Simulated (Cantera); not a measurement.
Input (Python, Cantera):

```python
import numpy as np
import cantera as ct

gas = ct.Solution("gri30.yaml")
gas.TP = 300, 101325
flame = ct.CounterflowDiffusionFlame(gas, width=0.02)
flame.fuel_inlet.X, flame.fuel_inlet.T = {'CH4': 1, 'C2H6': 0.039}, 400
flame.oxidizer_inlet.X, flame.oxidizer_inlet.T = {'O2': 0.27, 'N2': 0.73}, 675
flame.set_refine_criteria(ratio=3, slope=0.12, curve=0.24, prune=0.03)
show = ['OH', 'H', 'NO', 'CO', 'C2H2']

rows = []
print(f"{'mdot':>8s}{'a_max':>10s}{'a_mean':>10s}{'Tmax/K':>9s}" + "".join(f"{s:>11s}" for s in show) + "   (peak mole fractions)")
for i, mdot in enumerate([0.25, 0.38, 0.56, 0.84, 1.2, 1.9, 2.8, 4.1]):  # kg/m2/s on the oxidiser side
    flame.oxidizer_inlet.mdot, flame.fuel_inlet.mdot = mdot, 1.1 * mdot
    flame.solve(loglevel=0, auto=(i == 0))
    if flame.T.max() < max(400, 675) + 100:
        print(f"{mdot:8.3g}  no burning solution found from the previous one")
        break
    dT = np.abs(np.gradient(flame.T, flame.grid))
    rows.append([flame.strain_rate("max"), flame.strain_rate("mean"), flame.T.max(),
                 *(flame.X[gas.species_index(s)].max() for s in show), max(dT[0], dT[-1]) / dT.max()])
    print(f"{mdot:8.3g}{rows[-1][0]:10.1f}{rows[-1][1]:10.1f}{rows[-1][2]:9.1f}" + "".join(f"{x:11.3e}" for x in rows[-1][3:-1]))
```

Result:

```
    mdot     a_max    a_mean   Tmax/K         OH          H         NO         CO       C2H2   (peak mole fractions)
    0.25     265.2      51.0   2400.5  1.624e-02  7.288e-03  6.900e-04  9.572e-02  2.417e-02
    0.38     385.8      77.6   2371.1  1.624e-02  7.693e-03  5.830e-04  9.301e-02  2.336e-02
    0.56     547.2     114.3   2349.3  1.614e-02  8.050e-03  5.070e-04  9.056e-02  2.250e-02
    0.84     792.1     171.5   2331.3  1.600e-02  8.442e-03  4.418e-04  8.834e-02  2.161e-02
     1.2    1098.6     245.0   2316.4  1.584e-02  8.777e-03  3.884e-04  8.664e-02  2.070e-02
     1.9    1676.9     387.9   2293.3  1.543e-02  9.112e-03  3.171e-04  8.460e-02  1.929e-02
     2.8    2399.2     571.6   2269.4  1.486e-02  9.266e-03  2.548e-04  8.312e-02  1.784e-02
     4.1    3414.8     837.0   2242.0  1.413e-02  9.264e-03  1.944e-04  8.200e-02  1.602e-02
```

Cantera simulation using GRI-Mech 3.0 (53 species, 325 reactions); the numbers are that mechanism's predictions, not measurements. GRI-Mech 3.0 has no aromatics or soot, which form on the fuel side of real flames. The maximum strain rate includes the flame's own expansion and is several times the mean.
